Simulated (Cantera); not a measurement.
Predominance diagram of Li at 1050 K against the partial pressures of O₂ and H₂O (log10, bar). Cantera with NASA thermochemical tables; ideal gases at 1 bar, condensed phases pure. Candidates: Li(l), LiH(l), LiOH(l), Li₂O(s). Only these pure phases compete in this equilibrium. Not in the tables: the peroxide.

**Question.** Which phase is stable at these pairs, and which metal-bearing vapour leads over it? (-12.7, -1.7); (-2.7, -15); (-3.6, -16.7); (-2.7, -6.7); (-14.5, -18.3); (-14.5, -3.3); (-6.3, -5)

**Answer.** 
```
log p(O₂)  log p(H₂O)    phase  chief vapour  log p (bar)
---------  ----------  -------  ------------  -----------
-12.7            -1.7  Li₂O(s)          LiOH         -5.1
-2.7              -15  Li₂O(s)          LiOH        -11.7
-3.6            -16.7  Li₂O(s)          Li₂O        -11.8
-2.7             -6.7  Li₂O(s)          LiOH         -7.6
-14.5           -18.3  Li₂O(s)            Li        -10.4
-14.5            -3.3  Li₂O(s)          LiOH         -5.9
-6.3               -5  Li₂O(s)          LiOH         -6.7
```
